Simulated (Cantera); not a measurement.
Input: 1 mol CH3SiCl3, 1.4 mol CH4, 18 mol H2, 0.048 mol HCl, equilibrated at 1075 °C and 29.0 mbar.

These are equilibrium values from Cantera (NASA tables, ideal gas, pure condensed phases), not measurements of a reactor. Candidate condensed phases: C, C6H6, C7H8, C8H18, Si, SiC; 109 gas species. The feed counts by its element totals alone. The tables' values for SiCl3 are old estimates; treat these amounts as uncertain. Rates play no part.

Base state: H2 0.872, HCl 0.127, SiCl2 0.000196, CH4 0.000129, SiCl3 3.38e-5, SiCl4 2.92e-5, H 1.27e-5, SiHCl3 1.14e-5 (mole fractions); condensed: C(graphite) + SiC(s).

### Question
What changes in the equilibrium state with this change: H2 from 18 to 4.1 mol?

### Answer
| species | before | after |
|---|---|---|
| H2 | 0.872 | 0.700 |
| HCl | 0.127 | 0.297 |
| SiCl4 | 2.92e-5 | 0.00134 |
| SiCl3 | 3.38e-5 | 0.000596 |
| SiHCl3 | 1.14e-5 | 0.000180 |
| C(graphite), mol | 1.40 | 1.43 |
| SiC(s), mol | 0.994 | 0.966 |

### Question
What changes in the equilibrium state with this change: CH3SiCl3 replaced by SiH2Cl2?

### Answer
| species | before | after |
|---|---|---|
| H2 | 0.872 | 0.910 |
| HCl | 0.127 | 0.0894 |
| CH4 | 0.000129 | 0.000140 |
| SiCl2 | 0.000196 | 9.28e-5 |
| SiCl4 | 2.92e-5 | 6.54e-6 |
| SiCl3 | 3.38e-5 | 1.10e-5 |
| SiHCl3 | 1.14e-5 | 3.78e-6 |
| C(graphite), mol | 1.40 | 0.399 |
| SiC(s), mol | 0.994 | 0.997 |
